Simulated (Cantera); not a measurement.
A Cantera script and what it prints.

```python
import numpy as np
import cantera as ct

gas_names = """
    CL CL2 H HCL H2 N NH NH2 NH3 N2 N2H2 N2H4 Si SiCL SiCL2 SiCL3 SiCL4 SiH SiHCL3 SiH2 SiH2CL2 SiH3
    SiH3CL SiH4 SiN Si2 Si2N Si3
""".split()
cond_names = """
    NH4CL(a) NH4CL(b) Si(cr) Si(L) Si3N4(a)
""".split()


# ... load() reads the species with a 1 bar reference pressure and builds the phases ...
atoms = {
    'SiH2Cl2': {'Si': 1, 'H': 2, 'CL': 2},
    'NH3': {'N': 1, 'H': 3},
    'H2': {'H': 2},
}
top_T = {'Si3N4(a)': 2400}  # K; cautious upper limits of use, not melting points


# ... equilibrate(T, P, feed) seeds the gas with the atoms and calls Mixture.equilibrate('TP', solver="vcs", rtol=1e-11, max_steps=5000) ...
results = []
feed = {'SiH2Cl2': 1, 'NH3': 1.1, 'H2': 36}  # mol
P = 100000  # Pa
for T in [823, 923, 1023, 1123, 1223, 1323, 1423, 1523, 1623, 1723, 1823, 1923, 2023, 2123]:
    mix = equilibrate(T, P, feed)
    results.append((T, P, feed, dict(zip(mix.species_names, mix.species_moles))))

top = {s: max(r[3][s] / sum(r[3][g] for g in gas_names) for r in results) for s in gas_names}
cols = sorted((s for s in top if top[s] > 0.0001), key=lambda s: -top[s])[:8]
seen = [c for c in cond_names if any(r[3].get(c, 0) > 1e-12 for r in results)]
print("log10 of partial pressures in bar; condensed amounts in mol")
print(f"{'T/K':>10s}" + "".join(f"{s[:9]:>10s}" for s in cols + seen))
for T, P, feed, n in results:
    ng = sum(n[g] for g in gas_names)
    print(f"{T:10.4g}" + "".join(f"{np.log10(max(n[s] / ng * P / 1e5, 1e-99)):10.3f}" for s in cols)
          + "".join(f"{n.get(c, 0):10.4g}" for c in seen))
```

Result:

```
log10 of partial pressures in bar; condensed amounts in mol
       T/K        H2       HCL        N2     SiCL2     SiCL4         H    SiHCL3     SiCL3     Si(L)  Si3N4(a)
       823    -0.017    -1.481    -5.489    -9.233    -2.368   -11.143    -3.822    -6.777         0    0.2749
       923    -0.017    -1.477    -5.781    -7.202    -2.396    -9.620    -3.384    -5.601         0     0.275
      1023    -0.017    -1.471    -5.937    -5.615    -2.451    -8.391    -3.070    -4.696         0     0.275
      1123    -0.017    -1.461    -5.960    -4.376    -2.544    -7.379    -2.867    -4.007         0     0.275
      1223    -0.018    -1.445    -5.803    -3.444    -2.706    -6.531    -2.790    -3.526         0     0.275
      1323    -0.019    -1.420    -5.358    -2.843    -3.006    -5.809    -2.900    -3.294         0    0.2749
      1423    -0.020    -1.399    -4.648    -2.547    -3.482    -5.188    -3.212    -3.313         0    0.2746
      1523    -0.020    -1.393    -3.881    -2.418    -4.041    -4.646    -3.619    -3.467         0    0.2724
      1623    -0.020    -1.403    -3.243    -2.316    -4.575    -4.171    -4.002    -3.630         0    0.2637
      1723    -0.021    -1.412    -2.626    -2.264    -5.080    -3.750    -4.375    -3.809   0.08874     0.228
      1823    -0.026    -1.404    -1.894    -2.305    -5.578    -3.376    -4.776    -4.036    0.7366   0.01884
      1923    -0.027    -1.394    -1.864    -2.342    -6.022    -3.039    -5.133    -4.239    0.8086         0
      2023    -0.027    -1.387    -1.864    -2.378    -6.425    -2.735    -5.456    -4.424    0.8182         0
      2123    -0.028    -1.381    -1.865    -2.414    -6.794    -2.459    -5.751    -4.596    0.8193         0
```

Equilibrium computed with Cantera from the NASA thermochemical tables; the gas is ideal and each condensed phase is pure. Mutual solubility and eutectic melting of coexisting phases are not modelled. The tables' values for SiCl3, SiCl are old estimates; treat these amounts as uncertain. Gases not in the tables: Si2H6 and higher silanes.
